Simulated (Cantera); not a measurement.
A perfectly stirred reactor is fed with H₂ : O₂ : N₂ = 1 : 0.685 : 8.22 (molar parts), at 8.70 bar; it is adiabatic with a 650 K inlet, and is followed from long to short residence time, starting on the burning branch (τ in s: 0.19, 0.081, 0.034, 0.014, 0.0061, 0.0026, 0.0011, 0.00047, 0.0002, 8.4e-05, 3.6e-05, 1.5e-05, 6.4e-06).

Cantera simulation using the H2/O2 subset of GRI-Mech 3.0, which has no nitrogen chemistry; the numbers are that mechanism's predictions, not measurements. The hydrogen kinetics of GRI-Mech 3.0 are dated; newer H2 mechanisms differ, most at raised pressure.

Task: What does this change do: inlet temperature 650 to 675 K?

Result: 
```json
[
 {"quantity": "blow-out, bracketed by the residence times tried", "before": "burning at 0.200 ms, out at 84.0 µs", "after": "burning at 0.200 ms, out at 84.0 µs"},
 {"quantity": "x(H₂) at τ = 0.190 s", "before": "6.73e-5", "after": "5.49e-5"},
 {"quantity": "x(O₂) at τ = 0.190 s", "before": "0.0197", "after": "0.0197"},
 {"quantity": "x(HO₂) at τ = 0.190 s", "before": "2.80e-6", "after": "2.22e-6"},
 {"quantity": "x(OH) at τ = 0.190 s", "before": "4.51e-5", "after": "5.64e-5"},
 {"quantity": "x(H₂O₂) at τ = 0.190 s", "before": "9.08e-8", "after": "9.14e-8"},
 {"quantity": "x(H₂) at τ = 1.10 ms", "before": "0.00265", "after": "0.00210"},
 {"quantity": "x(O₂) at τ = 1.10 ms", "before": "0.0209", "after": "0.0206"},
 {"quantity": "x(HO₂) at τ = 1.10 ms", "before": "5.48e-5", "after": "4.71e-5"},
 {"quantity": "x(OH) at τ = 1.10 ms", "before": "0.000169", "after": "0.000219"},
 {"quantity": "x(H₂O₂) at τ = 1.10 ms", "before": "2.10e-6", "after": "1.58e-6"}
]
```
